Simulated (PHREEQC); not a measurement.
Model water analysis in mg/L, 25 °C, pH 6.96, pe 11.9:

```json
[
 {"constituent": "Na", "mg/L": "1.04"},
 {"constituent": "K", "mg/L": "2.38"},
 {"constituent": "Ca", "mg/L": "1.75"},
 {"constituent": "Mg", "mg/L": "1.14"},
 {"constituent": "Cl", "mg/L": "1.38"},
 {"constituent": "S(6) as SO4", "mg/L": "2.07"},
 {"constituent": "Alkalinity as HCO3", "mg/L": "12.2"},
 {"constituent": "B", "mg/L": "0.0031"}
]
```

Na is adjusted to close the charge balance.
Valence states are taken as typed.

Model: ion-association model, phreeqc.dat, run in PHREEQC.

- ionic strength = 0.000392 mol/kgw

```json
[
 {"species": "HCO3-", "molality": "0.000200", "activity": "0.000195", "log γ": "-0.010"},
 {"species": "K+", "molality": "6.09e-5", "activity": "5.95e-5", "log γ": "-0.010"},
 {"species": "CO2", "molality": "4.81e-5", "activity": "4.81e-5", "log γ": "0.000"},
 {"species": "Mg+2", "molality": "4.66e-5", "activity": "4.26e-5", "log γ": "-0.039"},
 {"species": "Ca+2", "molality": "4.34e-5", "activity": "3.97e-5", "log γ": "-0.039"},
 {"species": "Na+", "molality": "4.00e-5", "activity": "3.91e-5", "log γ": "-0.010"},
 {"species": "Cl-", "molality": "3.89e-5", "activity": "3.81e-5", "log γ": "-0.010"},
 {"species": "SO4-2", "molality": "2.12e-5", "activity": "1.94e-5", "log γ": "-0.039"}
]
```

This is a speciation only: nothing precipitates in the calculation. Complexes and solids missing from the database can't appear.
